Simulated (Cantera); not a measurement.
An adiabatic, constant-volume homogeneous reactor starts with CH3OH : O2 : N2 = 1 : 1.58 : 5.94 (molar parts), equivalence ratio 0.95, at 1425 K and 1.90 bar.

Model: GRI-Mech 3.0 (53 species, 325 reactions), integrated in Cantera. GRI-Mech 3.0 was tuned for natural gas; its chemistry of methanol as a main component is partial and can be far from experiment.

x: mole fraction; the columns are a selection and need not sum to one.

| t (s) | T (K) | P (bar) | x CH3OH | x O2 | x CH2CO | x OH | x CO2 | x H | x HO2 |
|---|---|---|---|---|---|---|---|---|---|
| 5.00e-6 | 1425 | 1.90 | 0.117 | 0.185 | <1e-12 | 6.16e-8 | 7.02e-7 | 5.03e-8 | 1.05e-5 |
| 1.85e-5 | 1425 | 1.90 | 0.117 | 0.185 | 1.68e-12 | ? | ? | ? | ? |
| 6.86e-5 | 1426 | 1.90 | 0.117 | 0.185 | 2.79e-11 | 3.15e-7 | 9.79e-6 | 1.65e-7 | 0.000166 |
| 0.000254 | 2342 | 3.60 | <1e-12 | 0.0472 | 1.59e-11 | 0.0253 | 0.0306 | 0.0242 | 2.62e-5 |
| 0.000941 | 2899 | 4.28 | <1e-12 | 0.0255 | <1e-12 | 0.0233 | 0.0626 | 0.00733 | 1.39e-5 |
| 0.00349 | 2898 | 4.28 | <1e-12 | 0.0252 | <1e-12 | 0.0232 | 0.0626 | 0.00731 | 1.37e-5 |
| 0.0129 | 2898 | 4.28 | <1e-12 | 0.0252 | <1e-12 | 0.0232 | 0.0626 | 0.00731 | 1.37e-5 |
| 0.0478 | 2898 | 4.28 | <1e-12 | 0.0252 | <1e-12 | 0.0232 | 0.0626 | 0.00731 | 1.37e-5 |
| 0.177 | 2898 | 4.28 | <1e-12 | 0.0252 | <1e-12 | 0.0232 | 0.0626 | 0.00731 | 1.37e-5 |
| 0.656 | 2898 | 4.28 | <1e-12 | 0.0252 | <1e-12 | 0.0232 | 0.0626 | 0.00731 | 1.37e-5 |
| 2.43 | 2898 | 4.28 | <1e-12 | 0.0252 | <1e-12 | 0.0232 | 0.0626 | 0.00731 | 1.37e-5 |
| 9.00 | 2898 | 4.28 | <1e-12 | 0.0252 | <1e-12 | 0.0232 | 0.0626 | 0.00731 | 1.37e-5 |

Fill in the missing entries.


- 1.85e-5, x OH: 7.82e-8
- 1.85e-5, x CO2: 2.62e-6
- 1.85e-5, x H: 6.38e-8
- 1.85e-5, x HO2: 4.45e-5
